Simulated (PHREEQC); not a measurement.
Dissolve 0.22 mol NH4Cl and 0.00034 mol Na2B4O7 per kg of water at 25 °C. It is in equilibrium with CO2 at log p = -3.5 (atm). Otherwise closed; pH follows from the charge balance.

Model: ion-association model, phreeqc.dat, run in PHREEQC.

```yaml
pH: 6.89
ionic_strength: 0.220 mol/kgw
activity_of_water: 0.992
specific_conductance: 25900 µS/cm
density: 1.001 g/cm³
total_alkalinity: 0.680 meq/kg
```

```
species  molality  activity   log γ
-------  --------  --------  ------
Cl-         0.220     0.156  -0.150
NH4+        0.219     0.147  -0.173
H3BO3     0.00135   0.00142   0.022
Na+      0.000680  0.000505  -0.129
NH3      0.000621  0.000654   0.022
HCO3-     4.99e-5   3.70e-5  -0.131
CO2       1.02e-5   1.08e-5   0.022
H2BO3-    8.57e-6   6.37e-6  -0.129
H+        1.62e-7   1.28e-7  -0.100
OH-       1.12e-7   7.82e-8  -0.155
CO3-2     4.49e-8   1.35e-8  -0.522
NaHCO3    9.99e-9   1.05e-8   0.022
```

This is a speciation only: nothing precipitates in the calculation.
